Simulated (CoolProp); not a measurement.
A single-stage vapour-compression cycle with the fluid: evaporating at 311.15 K (dew point), condensing at 346.15 K (bubble point), superheat 5 K, subcooling 5 K, compressor efficiency 0.8, no pressure losses. The same conditions are run with several fluids, on thermodynamics alone (safety and materials aside).

Computed with CoolProp (reference Helmholtz-energy equation of state of each fluid (hexamethyldisiloxane (MM): Thol 2016; n-perfluorobutane: Gao 2022; vinyl chloride: Thol 2022; neopentane: Lemmon 2006; methanol: de Reuck 1993; propyne: Polt 1992)). The equations of Platzer and Polt are older, rougher fits.

Rank hexamethyldisiloxane (MM), n-perfluorobutane, vinyl chloride, neopentane, methanol, propyne by cooling COP, highest first.

methanol (6.51), vinyl chloride (6.31), hexamethyldisiloxane (MM) (6.18), propyne (6.14), neopentane (6.07), n-perfluorobutane (5.15)

```json
[
 {"fluid": "hexamethyldisiloxane (MM)", "pressure ratio": "4.05", "discharge temperature (K)": "346.1", "refrigerating effect (kJ/kg)": "171", "volumetric capacity (kJ/m³)": "112"},
 {"fluid": "n-perfluorobutane", "pressure ratio": "2.48", "discharge temperature (K)": "346.2", "refrigerating effect (kJ/kg)": "51.4", "volumetric capacity (kJ/m³)": "2110"},
 {"fluid": "vinyl chloride", "pressure ratio": "2.34", "discharge temperature (K)": "370.6", "refrigerating effect (kJ/kg)": "267", "volumetric capacity (kJ/m³)": "4000"},
 {"fluid": "neopentane", "pressure ratio": "2.47", "discharge temperature (K)": "346.1", "refrigerating effect (kJ/kg)": "227", "volumetric capacity (kJ/m³)": "1720"},
 {"fluid": "methanol", "pressure ratio": "4.34", "discharge temperature (K)": "419.1", "refrigerating effect (kJ/kg)": "1080", "volumetric capacity (kJ/m³)": "437"},
 {"fluid": "propyne", "pressure ratio": "2.32", "discharge temperature (K)": "365.6", "refrigerating effect (kJ/kg)": "376", "volumetric capacity (kJ/m³)": "5510"}
]
```

The compression ends wet for: hexamethyldisiloxane (MM); n-perfluorobutane; neopentane.
